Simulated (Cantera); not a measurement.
Mixture: CH4 : C2H6 : C3H8 : O2 : N2 = 1 : 0.048 : 0.1 : 1.33 : 4.94 (molar parts), at 353 Torr, adiabatic and at constant pressure. Ignition delay is the time to a rise of 400 K.

Computed with Cantera and GRI-Mech 3.0 (53 species, 325 reactions).

Task: What does this change do: N2 4.94 to 7.7 parts?

Result: 
```
quantity                                                before       after
--------------------------------------------------  ----------  ----------
delay at 1100 K                                        93.1 ms     0.131 s
delay at 1175 K                                        23.9 ms     33.4 ms
delay at 1250 K                                        6.84 ms     9.67 ms
delay at 1325 K                                        2.31 ms     3.31 ms
delay at 1400 K                                       0.925 ms     1.34 ms
delay at 1475 K                                       0.433 ms    0.630 ms
apparent activation energy between 1325 and 1475 K  180 kJ/mol  180 kJ/mol
```

Task: What does this change do: pressure from 353 Torr to 255 Torr?

Result: 
```csv
quantity,before,after
delay at 1100 K,93.1 ms,0.113 s
delay at 1175 K,23.9 ms,28.3 ms
delay at 1250 K,6.84 ms,8.08 ms
delay at 1325 K,2.31 ms,2.75 ms
delay at 1400 K,0.925 ms,1.12 ms
delay at 1475 K,0.433 ms,0.533 ms
apparent activation energy between 1325 and 1475 K,180 kJ/mol,180 kJ/mol
```
